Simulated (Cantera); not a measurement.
SiHCl3 + NH3 + N2 (silicon nitride deposition)

Input: 1 mol SiHCl3, 16 mol NH3, 47 mol N2, equilibrated at 0.248 Torr.

Cantera equilibrium calculation (NASA polynomials, part measured and part estimated; ideal gas, pure solids and liquids). Candidate condensed phases: NH4Cl, Si, Si3N4; 28 gas species. The tables' values for SiCl, SiN are old estimates; treat these amounts as uncertain. Rates play no part.

| T (K) | x N2 | x H2 | x H | x HCl | x Si | x SiCl2 | x Cl | n Si3N4(s) | n Si(s) | n Si(l) |
|---|---|---|---|---|---|---|---|---|---|---|
| 1498 | 0.677 | 0.289 | 0.000508 | 0.0302 | 1.05e-5 | 0.00350 | 4.28e-5 | 0.239 | 0 | 0 |
| 1573 | 0.677 | 0.291 | 0.00121 | 0.0246 | 0.000148 | 0.00622 | 8.10e-5 | 0.160 | 0 | 0 |
| 1648 | 0.677 | 0.289 | 0.00263 | 0.0233 | 0.000781 | 0.00667 | 0.000167 | 0 | 0.378 | 0 |
| 1723 | 0.675 | 0.286 | 0.00537 | 0.0232 | 0.00298 | 0.00648 | 0.000337 | 0 | 0 | 0.186 |
| 1798 | 0.671 | 0.281 | 0.0103 | 0.0255 | 0.00646 | 0.00495 | 0.000713 | 0 | 0 | 0 |
| 1873 | 0.666 | 0.273 | 0.0186 | 0.0288 | 0.00864 | 0.00276 | 0.00149 | 0 | 0 | 0 |
| 1948 | 0.660 | 0.263 | 0.0319 | 0.0303 | 0.0101 | 0.00128 | 0.00275 | 0 | 0 | 0 |
| 2023 | 0.652 | 0.250 | 0.0522 | 0.0296 | 0.0109 | 0.000518 | 0.00460 | 0 | 0 | 0 |
x: gas mole fraction; n: condensed amount in mol.

From 1498 K to 1573 K the condensed part is Si3N4(s). At 1648 K the condensed part is Si(s). At 1723 K the condensed part is Si(l). From 1798 K to 2023 K nothing is condensed. The main Si-bearing gas is SiCl2 at 1498 K and Si at 2023 K.
